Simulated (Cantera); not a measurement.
Cantera run:

```python
import numpy as np
import cantera as ct

gas_names = """
    CL CL2 H HCL H2 Si SiCL SiCL2 SiCL3 SiCL4 SiH SiHCL3 SiH2 SiH2CL2 SiH3 SiH3CL SiH4 Si2 Si3
""".split()
cond_names = """
    Si(cr) Si(L)
""".split()


# ... load() reads the species with a 1 bar reference pressure and builds the phases ...
atoms = {
    'SiCl4': {'Si': 1, 'CL': 4},
    'HCl': {'H': 1, 'CL': 1},
    'H2': {'H': 2},
}
top_T = {}  # K; cautious upper limits of use, not melting points


# ... equilibrate(T, P, feed) seeds the gas with the atoms and calls Mixture.equilibrate('TP', solver="vcs", rtol=1e-11, max_steps=5000) ...
results = []
feed = {'SiCl4': 1, 'HCl': 0.93, 'H2': 27}  # mol
P = 1000  # Pa
for T in [998, 1048, 1098, 1148, 1198, 1248, 1298, 1348, 1398, 1448, 1498, 1548, 1598, 1648]:
    mix = equilibrate(T, P, feed)
    results.append((T, P, feed, dict(zip(mix.species_names, mix.species_moles))))

top = {s: max(r[3][s] / sum(r[3][g] for g in gas_names) for r in results) for s in gas_names}
cols = sorted((s for s in top if top[s] > 0.001), key=lambda s: -top[s])[:8]
seen = [c for c in cond_names if any(r[3].get(c, 0) > 1e-12 for r in results)]
print("log10 of partial pressures in bar; condensed amounts in mol")
print(f"{'T/K':>10s}" + "".join(f"{s[:9]:>10s}" for s in cols + seen))
for T, P, feed, n in results:
    ng = sum(n[g] for g in gas_names)
    print(f"{T:10.4g}" + "".join(f"{np.log10(max(n[s] / ng * P / 1e5, 1e-99)):10.3f}" for s in cols)
          + "".join(f"{n.get(c, 0):10.4g}" for c in seen))
```

It prints:

```
log10 of partial pressures in bar; condensed amounts in mol
       T/K        H2       HCL     SiCL2     SiCL4    SiHCL3     SiCL3    Si(cr)
       998    -2.033    -3.409    -5.232    -3.547    -4.330    -5.084         0
      1048    -2.035    -3.357    -4.648    -3.603    -4.271    -4.757         0
      1098    -2.039    -3.282    -4.222    -3.697    -4.291    -4.533         0
      1148    -2.045    -3.178    -3.970    -3.845    -4.410    -4.429   0.03912
      1198    -2.051    -3.102    -3.782    -4.062    -4.581    -4.395   0.05612
      1248    -2.056    -3.055    -3.655    -4.353    -4.806    -4.433   0.05271
      1298    -2.058    -3.031    -3.579    -4.700    -5.073    -4.528   0.03898
      1348    -2.060    -3.021    -3.534    -5.074    -5.358    -4.654   0.02225
      1398    -2.060    -3.018    -3.508    -5.448    -5.643    -4.793  0.005269
      1448    -2.060    -3.016    -3.495    -5.807    -5.920    -4.934         0
      1498    -2.061    -3.014    -3.489    -6.148    -6.183    -5.071         0
      1548    -2.061    -3.012    -3.486    -6.469    -6.431    -5.201         0
      1598    -2.061    -3.012    -3.483    -6.772    -6.665    -5.324         0
      1648    -2.061    -3.011    -3.482    -7.057    -6.885    -5.441         0
```

Cantera equilibrium calculation (NASA polynomials, part measured and part estimated; ideal gas, pure solids and liquids). The tables' values for SiCl3, SiCl are old estimates; treat these amounts as uncertain.
